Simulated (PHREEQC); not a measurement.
**Leach liquor (model solution)**

Consider water at 84 °C with 0.045 mol/kgw HCl and 0.006 mol/kgw MnSO4. Closed to the air; pH follows from the charge balance.

Model: ion-association model, phreeqc.dat, run in PHREEQC.

This is a speciation only: nothing precipitates in the calculation.

Estimate the pH, density, specific conductance.

pH 1.48; density 0.971 g/cm³; specific conductance 40700 µS/cm.

In which forms is S present?

HSO4- 84 %, SO4-2 11 %, MnSO4 4.6 % of the S.

Constants without temperature data keep their 25 °C values here.
